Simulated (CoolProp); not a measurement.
A Linde-Hampson liquefier for ethylene: isothermal reversible compression at 320 K from 1 atm to 15 MPa, throttling to 1 atm, return gas leaving the recuperator 5 K below the feed. Each further row changes one setting.

Values from CoolProp's reference Helmholtz-energy equation of state, Smukala 2000.

```tsv
case	liquid yield per pass	compression work (kJ/kg of gas)
as stated	(withheld)	404
high pressure 30 MPa	(withheld)	444
warm-end temperature 350 K	(withheld)	(withheld)
warm-end gap 10 K	(withheld)	404
```

### Question
Complete the blanks.

### Answer

- as stated, liquid yield per pass: 0.388
- high pressure 30 MPa, liquid yield per pass: 0.422
- warm-end temperature 350 K, liquid yield per pass: 0.283
- warm-end temperature 350 K, compression work (kJ/kg of gas): 465
- warm-end gap 10 K, liquid yield per pass: 0.380
